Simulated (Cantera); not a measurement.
# Equilibrium for silicon nitride deposition: SiH₂Cl₂ + N₂

Input: 1 mol SiH₂Cl₂, 36 mol N₂.

Equilibrium computed with Cantera from the NASA thermochemical tables; the gas is ideal and each condensed phase is pure. Candidate condensed phases: NH₄Cl, Si, Si₃N₄; 28 gas species. The tables' values for SiCl₃ are old estimates. Rates play no part.

Map the stable condensed phases over T = 1252, 1277, 1302, 1327, 1352, 1377, 1402, 1427, 1452, 1477, 1502 °C and P in Pa = 5, 15, 45, 140, 410, 1200, 3700, 11000, 33000, 100000.


```
T in °C \ P in Pa
              5     15     45    140    410   1200   3700  11000  33000 100000
   1502       A      A      B      B      B      C      C      C      C      C
   1477       A      A      B      B      C      C      C      C      C      C
   1452       A      A      B      B      C      C      C      C      C      C
   1427       A      B      B      B      C      C      C      C      C      C
   1402       A      B      B      C      C      C      C      C      C      C
   1377       A      B      B      C      C      C      C      C      C      C
   1352       B      B      B      C      C      C      C      C      C      C
   1327       B      B      C      C      C      C      C      C      C      C
   1302       B      B      C      C      C      C      C      C      C      C
   1277       B      C      C      C      C      C      C      C      C      C
   1252       B      C      C      C      C      C      C      C      C      C
```
A: gas only; B: Si; C: Si₃N₄.
